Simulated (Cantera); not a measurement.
Cantera with NASA thermochemical tables; ideal gases at 1 bar, condensed phases pure. Values are per mole of reaction as written; species without (g) are pure solids or liquids, kept so even where they would boil at 1 bar.

Question: Between 823 and 2323 K, where is each reaction favourable under standard conditions?
- CaBr2 ⇌ Ca(g) + Br2(g)

Answer: 
- CaBr2 ⇌ Ca(g) + Br2(g): ΔG° is 676 kJ at 823 K and 381 kJ at 2323 K; it stays positive (K < 1). ΔH° is 776 kJ and ΔS° 170 J/K at 2323 K.
